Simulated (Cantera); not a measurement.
Input: 1 mol TEOS, 0.18 mol H₂O, at 1427 °C and 0.133 bar.

Method: chemical equilibrium by Gibbs-energy minimisation in Cantera with the NASA 1993 tables (ideal gas, pure condensed phases). The feed counts by its element totals alone. Equilibrium is a limit: real reactors are often held back by kinetics, nucleation or transport.

| species | before | after |
|---|---|---|
| H₂ | 0.708 | 0.702 |
| CO | 0.290 | 0.289 |
| H | 0.000340 | 0.00781 |
| SiO | 0.00119 | 0.00118 |
| CH₄ | 7.33e-5 | 1.35e-7 |
| H₂O | 1.32e-5 | 2.45e-8 |
| Si | 7.55e-8 | 4.03e-5 |
| C₂H₂ (acetylene) | 5.20e-5 | 5.15e-5 |
| C(graphite), mol | 2.85 | 2.85 |
| SiC(s), mol | 0.983 | 0.982 |
Gas species are given as mole fractions.

Problem. Which change was made?
(A) temperature from 1427 °C to 1175 °C
(B) pressure from 0.133 bar to 25.0 Pa
(C) temperature from 1427 °C to 327 °C
(D) temperature from 1427 °C to 1102 °C

Solution. B, pressure from 0.133 bar to 25.0 Pa
